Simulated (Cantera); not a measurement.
What does this Cantera script print?

```python
import numpy as np
import cantera as ct

gas = ct.Solution("gri30.yaml")


def delay(T, t_max=10):
    gas.TPX = T, 1800000, {'H2': 1, 'O2': 0.294, 'N2': 1.59}
    reactor = ct.IdealGasConstPressureReactor(gas, clone=False)
    net = ct.ReactorNet([reactor])
    net.rtol, net.atol = 1e-8, 1e-16
    while net.time < t_max:
        t_old, T_old = net.time, reactor.T
        net.step()
        if reactor.T > T + 400:  # ignition: a rise of 400 K
            return t_old + (T + 400 - T_old) / (reactor.T - T_old) * (net.time - t_old)
    return np.nan


taus = []
for T in [1225, 1300, 1375, 1450, 1525]:
    taus.append(delay(T))
    print(f"T0 = {T:6g} K   tau = {taus[-1]:.4e} s")

# d ln(tau) / d ln(k), from doubling and halving each rate constant
T, sens = 1300, []
for i in range(gas.n_reactions):
    gas.set_multiplier(2.0, i)
    up = delay(T)
    gas.set_multiplier(0.5, i)
    down = delay(T)
    gas.set_multiplier(1.0, i)
    sens.append((np.log(up / down) / np.log(4.0), gas.reaction(i).equation))
sens.sort(key=lambda x: -abs(x[0]))
print(f"sensitivities at {T} K")
for s, eq in sens[:10]:
    print(f"{s:8.3f}  {eq}")
```

It prints:

```
T0 =   1225 K   tau = 6.5697e-05 s
T0 =   1300 K   tau = 1.2517e-05 s
T0 =   1375 K   tau = 3.1093e-06 s
T0 =   1450 K   tau = 1.5990e-06 s
T0 =   1525 K   tau = 1.0618e-06 s
sensitivities at 1300 K
  -2.099  H + O2 <=> O + OH
   1.034  H + O2 + M <=> HO2 + M
   1.007  H + O2 + N2 <=> HO2 + N2
  -0.351  H + H2O2 <=> H2 + HO2
  -0.295  H + HO2 <=> 2 OH
   0.174  H + O2 + O2 <=> HO2 + O2
  -0.157  2 OH (+M) <=> H2O2 (+M)
   0.092  H + HO2 <=> H2 + O2
  -0.062  H2 + O <=> H + OH
  -0.051  H2 + OH <=> H + H2O
```

Model: GRI-Mech 3.0 (53 species, 325 reactions), integrated in Cantera. The hydrogen kinetics of GRI-Mech 3.0 are dated; newer H2 mechanisms differ, most at raised pressure. The pressure lies above the range GRI-Mech 3.0 was tuned for (to about 10 atm).
